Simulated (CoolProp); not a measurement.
Ethylbenzene along the isotherm 346.85 °C: Z from the reference equation and from simpler models built on Tc = 344.0 °C, pc = 36.22 bar, ω = 0.304; each cubic takes its own stable root.

The numbers come from the reference Helmholtz-energy equation of state, Zhou 2012 in CoolProp.

```tsv
p (bar)	phase	reference
45.3	supercritical	0.2099
90.6	supercritical	0.3509
136	supercritical	0.4943
181	supercritical	0.6318
226	supercritical	0.7654
272	supercritical	0.8987
317	supercritical	1.026
362	supercritical	1.152
```

**Question.** How far does each simpler model (van der Waals, Redlich-Kwong, Soave-Redlich-Kwong) lie from the reference over these 8 states: mean and median of the absolute difference, and the worst?

**Answer.** 
- van der Waals: mean 43.8 %, median 42.5 %, worst +50.5 % at 346.85 °C and 45.3 bar
- Redlich-Kwong: mean 13.4 %, median 11.1 %, worst +27.5 % at 346.85 °C and 45.3 bar
- Soave-Redlich-Kwong: mean 13.7 %, median 11.2 %, worst +28.4 % at 346.85 °C and 45.3 bar
